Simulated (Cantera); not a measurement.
A perfectly stirred reactor is fed with 38.8 % H₂, 12.1 % O₂, 45.4 % N₂, 3.69 % H₂O, at 10.0 bar; it is adiabatic with a 550 K inlet, and is followed from long to short residence time, starting on the burning branch (τ in s: 0.024, 0.011, 0.0053, 0.0025, 0.0012, 0.00057, 0.00027, 0.00013, 6.1e-05, 2.9e-05, 1.4e-05, 6.5e-06).

Model: the H2/O2 subset of GRI-Mech 3.0, which has no nitrogen chemistry, integrated in Cantera. The hydrogen kinetics of GRI-Mech 3.0 are dated; newer H2 mechanisms differ, most at raised pressure.

### Question
Predict: blow-out, bracketed by the residence times tried; x(H₂) at τ = 24.0 ms; x(O₂) at τ = 24.0 ms; x(H₂O) at τ = 24.0 ms; x(H) at τ = 24.0 ms; x(H₂O₂) at τ = 24.0 ms; x(H₂) at τ = 0.270 ms; x(O₂) at τ = 0.270 ms; x(H₂O) at τ = 0.270 ms; x(H) at τ = 0.270 ms; x(H₂O₂) at τ = 0.270 ms.

### Answer
| Property | Result |
|---|---|
| blow-out, bracketed by the residence times tried | burning at 6.50 µs, the shortest tried |
| x(H₂) at τ = 24.0 ms | 0.165 |
| x(O₂) at τ = 24.0 ms | 1.88e-5 |
| x(H₂O) at τ = 24.0 ms | 0.317 |
| x(H) at τ = 24.0 ms | 0.00164 |
| x(H₂O₂) at τ = 24.0 ms | 1.15e-8 |
| x(H₂) at τ = 0.270 ms | 0.164 |
| x(O₂) at τ = 0.270 ms | 0.000430 |
| x(H₂O) at τ = 0.270 ms | 0.313 |
| x(H) at τ = 0.270 ms | 0.00653 |
| x(H₂O₂) at τ = 0.270 ms | 2.37e-7 |
